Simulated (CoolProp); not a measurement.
Values from CoolProp's reference Helmholtz-energy equation of state, Lemmon 2006. It is a short technical equation, of lower accuracy than the large ones.

### Question
For nitrous oxide, give the phase and the cp (kJ/(kg K)), Joule-Thomson coefficient (K/MPa) at 355.3 K and 0.071 MPa.

### Answer
- 355.3 K and 0.071 MPa: gas; cp 0.934, Joule-Thomson coefficient 7.31
